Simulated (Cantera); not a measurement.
An isothermal, constant-pressure homogeneous reactor starts with NH3 : H2 = 1 : 0.94 (molar parts), at 2275 K and 20.0 Torr. Integrator tolerance rtol = 1e-08.

Model: the gas-phase N/H chemistry of the illustrative SiF4/NH3 mechanism in the Surface Chemkin manual (1991), integrated in Cantera. Walls and surfaces, which speed up NH3 decomposition in real reactors, are not modelled.

### Question
What does this change do: temperature 2275 to 1748 K?

### Answer
```
quantity                                            before                                     after
-----------------  ---------------------------------------  ----------------------------------------
x(NH3) at 1.00 s   4.61e-6 (gas-phase equilibrium 1.02e-7)     0.474 (gas-phase equilibrium 2.68e-7)
x(H2) at 1.00 s        0.798 (gas-phase equilibrium 0.787)       0.512 (gas-phase equilibrium 0.829)
x(N) at 1.00 s     1.37e-6 (gas-phase equilibrium 7.36e-8)  1.36e-7 (gas-phase equilibrium 3.55e-11)
x(N2H4) at 1.00 s    <1e-12 (gas-phase equilibrium <1e-12)    8.76e-9 (gas-phase equilibrium <1e-12)
x(N2H2) at 1.00 s  6.21e-12 (gas-phase equilibrium <1e-12)    1.45e-6 (gas-phase equilibrium <1e-12)
x(NH2) at 1.00 s   6.39e-7 (gas-phase equilibrium 1.90e-8)  0.000260 (gas-phase equilibrium 1.08e-9)
x(NH) at 1.00 s    6.36e-7 (gas-phase equilibrium 2.54e-8)  2.75e-6 (gas-phase equilibrium 8.89e-11)
```
